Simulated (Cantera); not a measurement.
Input (Python, Cantera) and output of one run.

```python
import numpy as np
import cantera as ct

gas_names = """
    AL ALC ALN AL2 C CN C2 CCN CNC C2N2 C3 C4 C4N2 C5 N N2
""".split()
cond_names = """
    AL(cr) AL(L) ALN(s) C(gr)
""".split()


# ... load() reads the species with a 1 bar reference pressure and builds the phases ...
atoms = {
    'AlN': {'AL': 1, 'N': 1},
    'C': {'C': 1},
    'N2': {'N': 2},
}
top_T = {'ALN(s)': 2750, 'C(gr)': 4500}  # K; cautious upper limits of use, not melting points


# ... equilibrate(T, P, feed) seeds the gas with the atoms and calls Mixture.equilibrate('TP', solver="vcs", rtol=1e-11, max_steps=5000) ...
results = []
feed = {'AlN': 1, 'C': 0.021, 'N2': 0.23}  # mol
T = 1575  # K
P = 13332.2  # Pa
mix = equilibrate(T, P, feed)
results.append((T, P, feed, dict(zip(mix.species_names, mix.species_moles))))
print(gas.report(threshold=0.0001))
for i in range(1, mix.n_phases):
    print(f"{mix.phase(i).name:16s} {mix.phase_moles(i):12.5e} mol")
```

Output:

```
       temperature   1575 K
          pressure   13332 Pa
           density   0.028521 kg/m^3
  mean mol. weight   28.014 kg/kmol
   phase of matter   gas

                          1 kg             1 kmol
                     ---------------   ---------------
          enthalpy         1.463e+06        4.0985e+07  J
   internal energy        9.9557e+05         2.789e+07  J
           entropy            9292.2        2.6031e+05  J/K
    Gibbs function       -1.3172e+07         -3.69e+08  J
 heat capacity c_p            1249.3             34999  J/K
 heat capacity c_v            952.54             26684  J/K

                      mass frac. Y      mole frac. X     chem. pot. / RT
                     ---------------   ---------------   ---------------
                N2                 1                 1           -28.178
     [  +15 minor]        3.6359e-08        2.7185e-08

AL(L)             0.00000e+00 mol
ALN(s)            1.00000e+00 mol
C(gr)             2.10000e-02 mol
```

These are equilibrium values from Cantera (NASA tables, ideal gas, pure condensed phases), not measurements of a reactor.
